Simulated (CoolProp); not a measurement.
Aqueous ammonia as a coolant, 20 % by mass, freezing at -36.5 °C, 1 atm.

The numbers come from the Melinder's fits for secondary coolants in CoolProp.

| T (°C) | cp (kJ/(kg K)) | conductivity (W/(m K)) | viscosity (mPa s) | density (kg/m³) |
|---|---|---|---|---|
| -31.5 | 4.294 | 0.390 | 8.50 | 941.1 |
| -26.6 | 4.280 | 0.398 | 6.53 | 940.0 |
| -21.6 | 4.269 | 0.407 | 5.12 | 938.8 |
| -16.6 | 4.258 | 0.416 | 4.11 | 937.3 |
| -11.6 | 4.249 | 0.424 | 3.36 | 935.8 |
| -6.7 | 4.241 | 0.433 | 2.81 | 934.1 |
| -1.7 | 4.233 | 0.441 | 2.38 | 932.3 |
| 3.3 | 4.227 | 0.450 | 2.03 | 930.3 |
| 8.2 | 4.222 | 0.458 | 1.76 | 928.3 |
| 13.2 | 4.217 | 0.467 | 1.53 | 926.0 |
| 18.2 | 4.212 | 0.476 | 1.34 | 923.7 |
| 23.1 | 4.208 | 0.484 | 1.17 | 921.3 |
